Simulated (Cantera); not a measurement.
# Silicon epitaxy and polysilicon growth: SiCl4 + HCl + H2

A closed system holds: 1 mol SiCl4, 0.11 mol HCl, 70 mol H2, at 1.00 bar.

These are equilibrium values from Cantera (NASA tables, ideal gas, pure condensed phases), not measurements of a reactor. Candidate condensed phases: Si; 19 gas species. The tables' values for SiCl3 are old estimates; treat these amounts as uncertain. Gases not in the tables: Si2H6 and higher silanes. Kinetics and transport are ignored.

From 1123 K to 1673 K the condensed part is Si(s). The main Si-bearing gas is SiHCl3 at 1123 K and SiCl2 at 1673 K. The share of Si in condensed phases is highest at 1573 K (48.5 %) and lowest at 1123 K (6.5 %).

```
T (K)   x H2   x HCl   x SiCl2  x SiHCl3   x SiCl4   x SiCl3  n Si(s)
-----  -----  ------  --------  --------  --------  --------  -------
1123   0.972  0.0144  0.000452   0.00608   0.00526  0.000438   0.0647
1173   0.969  0.0190  0.000846   0.00526   0.00442  0.000616    0.146
1223   0.965  0.0239   0.00144   0.00433   0.00347  0.000792    0.229
1273   0.962  0.0288   0.00223   0.00335   0.00251  0.000924    0.308
1323   0.958  0.0332   0.00315   0.00241   0.00165  0.000974    0.375
1373   0.955  0.0367   0.00405   0.00162  0.000984  0.000929    0.424
1423   0.953  0.0391   0.00484   0.00103  0.000543  0.000815    0.457
1473   0.952  0.0406   0.00546  0.000630  0.000286  0.000676    0.475
1523   0.951  0.0415   0.00592  0.000382  0.000148  0.000542    0.483
1573   0.951  0.0420   0.00627  0.000233   7.74e-5  0.000429    0.485
1623   0.951  0.0421   0.00654  0.000144   4.11e-5  0.000339    0.483
1673   0.950  0.0422   0.00675   9.07e-5   2.24e-5  0.000269    0.479
```
x: gas mole fraction; n: condensed amount in mol.
